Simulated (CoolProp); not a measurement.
Vapour-liquid equilibrium of propylene (1) + R134a (2) at 0.875 MPa; x and y are mole fractions of (1).

Values from CoolProp's multi-fluid Helmholtz-energy mixture model, Lemmon 2013 and Tillner-Roth 1994; pair parameters Bell 2016.

```json
[
 {"x": "0.05", "bubble temperature (°C)": "30.6", "y at the bubble point": "0.129", "dew temperature at overall composition x (°C)": "33.0", "liquid density (mol/L)": "11.56"},
 {"x": "0.2", "bubble temperature (°C)": "22.1", "y at the bubble point": "0.391", "dew temperature at overall composition x (°C)": "28.4", "liquid density (mol/L)": "11.76"},
 {"x": "0.35", "bubble temperature (°C)": "17.2", "y at the bubble point": "0.536", "dew temperature at overall composition x (°C)": "23.4", "liquid density (mol/L)": "11.87"},
 {"x": "0.5", "bubble temperature (°C)": "14.5", "y at the bubble point": "0.631", "dew temperature at overall composition x (°C)": "18.4", "liquid density (mol/L)": "11.94"},
 {"x": "0.65", "bubble temperature (°C)": "13.0", "y at the bubble point": "0.711", "dew temperature at overall composition x (°C)": "14.1", "liquid density (mol/L)": "12.05"},
 {"x": "0.8", "bubble temperature (°C)": "12.5", "y at the bubble point": "0.800", "dew temperature at overall composition x (°C)": "12.5", "liquid density (mol/L)": "12.20"},
 {"x": "0.95", "bubble temperature (°C)": "13.4", "y at the bubble point": "0.934", "dew temperature at overall composition x (°C)": "13.6", "liquid density (mol/L)": "12.39"}
]
```

y crosses x between x = 0.65 and 0.8: the model has an azeotrope there.

Pair parameters are fitted to limited data, so mixtures are less certain than the pure fluids.
